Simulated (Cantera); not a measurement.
# Thermodynamics of fluorocarbon and chlorocarbon gases, feed C2F6 + H2

Feed: 1 mol C2F6, a varied amount of H2, at 1073.15 K and 18000 Pa.

Equilibrium computed with Cantera from the NASA thermochemical tables; the gas is ideal and each condensed phase is pure. Candidate condensed phases: C, C6H6, C7H8, C8H18; 95 gas species. The feed counts by its element totals alone. Gases not in the tables: C2F6 and larger saturated fluorocarbons. The numbers say what is thermodynamically allowed, not how fast it happens.

```
n(H2) (mol)  log p HF  log p CF4  log p H2  log p CH4  n C(graphite)
-----------  --------  ---------  --------  ---------  -------------
0.3             -1.26      -0.90    -10.45       <-12          0.650
0.47            -1.12      -0.99    -10.13       <-12          0.735
0.74            -0.99      -1.11     -9.82       <-12          0.870
1.2             -0.88      -1.31     -9.50       <-12           1.10
1.8             -0.81      -1.59     -9.22       <-12           1.40
2.9             -0.75      -2.81     -8.48       <-12           1.95
4.5             -0.84       <-12     -1.44      -4.23           2.00
7               -0.97       <-12     -1.14      -3.63           1.99
```
log p: log10 of the partial pressure in bar; n: condensed amount in mol.

From 0.3 mol H2 to 7 mol H2 the condensed part is C(graphite). The main C-bearing gas is CF4 at 0.3 mol H2 and CH4 at 7 mol H2. The share of C in condensed phases is highest at 4.5 mol H2 (99.9 %) and lowest at 0.3 mol H2 (32.5 %).
